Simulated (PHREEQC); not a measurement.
# City or well water

A made-up water analysis in mg/kgw, 20 °C, pH 6.98, pe 8:

```json
[
 {"constituent": "Na", "mg/kgw": "52.4"},
 {"constituent": "K", "mg/kgw": "10.4"},
 {"constituent": "Ca", "mg/kgw": "82.3"},
 {"constituent": "Mg", "mg/kgw": "7.61"},
 {"constituent": "Cl", "mg/kgw": "11.5"},
 {"constituent": "S(6) as SO4", "mg/kgw": "163"},
 {"constituent": "Alkalinity as HCO3", "mg/kgw": "209"},
 {"constituent": "Zn", "mg/kgw": "0.0639"},
 {"constituent": "Cu(2)", "mg/kgw": "8.05"}
]
```

Valence states are taken as typed.

All values are PHREEQC results (ion-association model, wateq4f.dat), not measurements.

Each row changes one thing in this solution. Precipitation was switched off in this run.

```tsv
case	ionic strength (mol/kgw)	CO2 (mol/kgw)	CuCO3 (mol/kgw)	Cu(OH)2 (mol/kgw)	CuHCO3+ (mol/kgw)	Cu+2 (mol/kgw)	SI of Atacamite (Cu2(OH)3Cl)	SI of Cu(OH)2 (Cu(OH)2)
as made	0.0101	0.000721	6.78e-5	2.09e-5	1.75e-5	1.62e-5	-0.09	+0.17
Na from 52.4 to 26.2 mg/kgw	(withheld)	0.000723	6.80e-5	2.09e-5	1.75e-5	1.61e-5	-0.09	+0.17
pH from 6.98 to 7.98 at the same alkalinity	0.00996	6.94e-5	2.95e-5	(withheld)	7.59e-7	7.32e-7	+0.22	+0.82
```

Q: Complete the blanks.

A: 
- Na from 52.4 to 26.2 mg/kgw, ionic strength (mol/kgw): 0.00949
- pH from 6.98 to 7.98 at the same alkalinity, Cu(OH)2 (mol/kgw): 9.43e-5

Species that the database lacks are ignored. Some of these states are supersaturated (in Malachite, Brochantite, for instance). The database's constant for dissolved Cu(OH)2 is higher than later reviews accept. The database's zinc carbonate complexes are estimates, stronger than later reviews accept.
